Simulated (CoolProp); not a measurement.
A simple Rankine cycle with neopentane: condensing at 320.15 K, boiler at 2.56 MPa, turbine inlet 421.9 K, turbine efficiency 0.9, pump efficiency 0.8, no recuperator. Each further row changes one setting.

Values from CoolProp's reference Helmholtz-energy equation of state, Lemmon 2006. It is a short technical equation, of lower accuracy than the large ones.

| case | thermal efficiency (%) | net work (kJ/kg) | heat in (kJ/kg) | turbine exit temperature (K) | volume ratio over the turbine |
|---|---|---|---|---|---|
| as stated | 14.3 | 60.0 | 419 | 358.3 | ? |
| turbine inlet 441.9 K | 14.2 | ? | 485 | 385.8 | ? |
| condensing temperature 312.15 K | 15.4 | 67.6 | 439 | 353.6 | 14.2 |
| boiler pressure 1.79 MPa | 12.5 | 57.2 | 458 | ? | 6.21 |
| turbine efficiency 0.8 | 12.6 | 52.8 | 419 | 361.9 | 11.5 |

Complete the blanks.


- as stated, volume ratio over the turbine: 11.4
- turbine inlet 441.9 K, net work (kJ/kg): 68.7
- turbine inlet 441.9 K, volume ratio over the turbine: 9.67
- boiler pressure 1.79 MPa, turbine exit temperature (K): 378.3
